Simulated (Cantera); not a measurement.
A freely propagating, adiabatic, planar premixed flame of CO : H2 : CH4 : O2 : N2 = 1 : 0.61 : 0.46 : 2.03 : 9.54 (molar parts), equivalence ratio 0.85, unburnt at 475 K and 100000 Pa; mixture-averaged transport, grid criteria slope 0.08 and curve 0.16, no radiation.

Computed with Cantera and GRI-Mech 3.0 (53 species, 325 reactions). Burning velocities carry a grid error of a few per cent, more on coarse grids.

### Question
How do the results move with these cheaper or finer settings: unity-Lewis-number transport; multicomponent transport; multicomponent+Soret transport; grid criteria slope 0.5, curve 1; grid criteria slope 0.25, curve 0.5; grid criteria slope 0.03, curve 0.06?

### Answer
```tsv
setting	laminar burning velocity	thermal thickness	peak x(HCN)	peak x(C2H2)	grid points
as above	87.8 cm/s	0.446 mm	1.37e-7	1.04e-6	130
unity-Lewis-number transport	73.1 cm/s	0.434 mm	1.54e-7	8.22e-7	136
multicomponent transport	87.7 cm/s	0.448 mm	1.37e-7	1.05e-6	130
multicomponent+Soret transport	84.9 cm/s	0.452 mm	1.31e-7	9.54e-7	130
grid criteria slope 0.5, curve 1	93.9 cm/s	0.489 mm	1.33e-7	1.01e-6	42
grid criteria slope 0.25, curve 0.5	90.7 cm/s	0.466 mm	1.34e-7	1.01e-6	58
grid criteria slope 0.03, curve 0.06	87.0 cm/s	0.441 mm	1.38e-7	1.05e-6	322
```
The base run took around 4 core-seconds (rough).
Unity Lewis numbers drop preferential diffusion, which matters most where H2 and H carry the flame; Soret adds thermal diffusion.
